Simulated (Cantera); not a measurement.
Predominance diagram of Li at 1325 K against the partial pressures of O2 and H2O (log10, bar). Source: NASA polynomial tables (part measured, part estimated), evaluated in Cantera. Candidates: Li(l), LiH(l), LiOH(l), Li2O(s). Only these pure phases compete in this equilibrium. Not in the tables: the peroxide.

```
log p(H2O) \ log p(O2)
        columns: -21, -19.9, -18.8, -17.7, -16.6, -15.5, -14.4, -13.3, -12.2, -11.1, -9.9, -8.8, -7.7, -6.6, -5.5, -4.4, -3.3, -2.2, -1.1, 0
      0  A A A A A B B B B B B B B B B B B B B B
   -1.9  A A C C C C C C C C C C C C C C C C C C
   -3.8  C C C C C C C C C C C C C C C C C C C C
   -5.7  C C C C C C C C C C C C C C C C C C C C
   -7.6  C C C C C C C C C C C C C C C C C C C C
   -9.4  C C C C C C C C C C C C C C C C C C C C
  -11.3  C C C C C C C C C C C C C C C C C C C C
  -13.2  C C C C C C C C C C C C C C C C C C C C
  -15.1  C C C C C C C C C C C C C C C C C C C C
    -17  C C C C C C C C C C C C C C C C C C C C
```

A: out of reach (another gas would pass 10 bar, or a non-metal would condense); B: LiOH(l); C: Li2O(s).
